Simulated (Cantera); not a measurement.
Input: 1 mol SiH₂Cl₂, 19 mol NH₃, 8.9 mol N₂, equilibrated at 1798 K and 1330 Pa.

Method: chemical equilibrium by Gibbs-energy minimisation in Cantera with the NASA 1993 tables (ideal gas, pure condensed phases). Candidate condensed phases: NH₄Cl, Si, Si₃N₄; 28 gas species. The tables' values for SiCl, SiCl₃ are old estimates; treat these amounts as uncertain. Gases not in the tables: Si₂H₆ and higher silanes. The numbers say what is thermodynamically allowed, not how fast it happens.

Base state: H₂ 0.586, N₂ 0.376, HCl 0.0307, SiCl₂ 0.00498, H 0.00233, Si 0.000231, SiCl 9.37e-5, Cl 9.35e-5 (mole fractions); condensed: Si(l).

### Question
What changes in the equilibrium state with this change: temperature from 1798 K to 1348 K?

### Answer
| species | before | after |
|---|---|---|
| H₂ | 0.586 | 0.591 |
| N₂ | 0.376 | 0.368 |
| HCl | 0.0307 | 0.0414 |
| SiCl₂ | 0.00498 | 3.99e-5 |
| Si | 0.000231 | <1e-9 |
| SiCl | 9.37e-5 | 1.32e-9 |
| SiH | 2.35e-5 | <1e-9 |
| Si(l), mol | 0.736 | 0 |
| Si₃N₄(s), mol | 0 | 0.333 |

### Question
What changes in the equilibrium state with this change: pressure from 1330 Pa to 73.0 Pa?

### Answer
```csv
species,before,after
H₂,0.586,0.577
N₂,0.376,0.373
HCl,0.0307,0.0300
H,0.00233,0.00990
Si,0.000231,0.00423
SiCl₂,0.00498,0.00484
Si₂,1.39e-6,2.54e-5
SiCl₃,1.17e-5,2.63e-6
Si₂N,1.18e-5,5.00e-5
SiN,7.29e-6,3.10e-5
SiH,2.35e-5,9.95e-5
"Si(l), mol",0.736,0.517
```
The tables' values for SiCl, SiN are old estimates; treat these amounts as uncertain.

### Question
What changes in the equilibrium state with this change: temperature from 1798 K to 1423 K?

### Answer
```
species          before     after
-------------  --------  --------
H₂                0.586     0.591
N₂                0.376     0.368
HCl              0.0307    0.0412
SiCl₂           0.00498  0.000135
Si             0.000231   1.79e-9
SiH             2.35e-5     <1e-9
Si₂N            1.18e-5     <1e-9
SiCl            9.37e-5   1.61e-8
Si(l), mol        0.736         0
Si₃N₄(s), mol         0     0.331
```
